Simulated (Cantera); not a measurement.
Source: NASA polynomial tables (part measured, part estimated), evaluated in Cantera. Values are per mole of reaction as written; species without (g) are pure solids or liquids, kept so even where they would boil at 1 bar.

### Question
Between 300 and 2200 K, where is each reaction favourable under standard conditions?
- 2 Si + SiHCl3(g) + 8 H(g) → 3 SiH3Cl(g)
- 2 H(g) + SiHCl3(g) → Cl2(g) + SiH3Cl(g)
- 3 HCl(g) + Si + 2 SiH3(g) → 3 SiH3Cl(g)

### Answer
- 2 Si + SiHCl3(g) + 8 H(g) → 3 SiH3Cl(g): ΔG° is -1518 kJ at 300 K and -301 kJ at 2200 K; it stays negative (K > 1). ΔH° is -1869 kJ and ΔS° -713 J/K at 2200 K.
- 2 H(g) + SiHCl3(g) → Cl2(g) + SiH3Cl(g): ΔG° is -61 kJ at 300 K and 126 kJ at 2200 K; it changes sign between 300 and 1200 K. ΔH° is -109 kJ and ΔS° -107 J/K at 2200 K.
- 3 HCl(g) + Si + 2 SiH3(g) → 3 SiH3Cl(g): ΔG° is -489 kJ at 300 K and 28 kJ at 2200 K; it changes sign between 2100 and 2200 K. ΔH° is -602 kJ and ΔS° -286 J/K at 2200 K.
